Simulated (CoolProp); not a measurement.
Vapour-liquid equilibrium of R1234yf (1) + R134a (2) at 277.1 K; x and y are mole fractions of (1).

Computed with CoolProp (multi-fluid Helmholtz-energy mixture model, Lemmon 2022 and Tillner-Roth 1994; pair parameters Bell 2022).

```tsv
x	bubble pressure (bar)	y at the bubble point	dew pressure at overall composition x (bar)	liquid density (mol/L)
0.05	3.426	0.063	3.415	12.41
0.15	3.519	0.178	3.497	12.12
0.25	3.591	0.281	3.570	11.84
0.35	3.644	0.378	3.631	11.58
0.45	3.681	0.469	3.675	11.34
0.55	3.703	0.559	3.701	11.11
0.65	3.709	0.649	3.709	10.88
0.75	3.700	0.742	3.699	10.68
0.85	3.675	0.839	3.671	10.48
0.95	3.632	0.944	3.630	10.29
```

y crosses x between x = 0.55 and 0.65: the model has an azeotrope there.

The pair parameters rest on a limited set of measurements; away from them the model extrapolates.
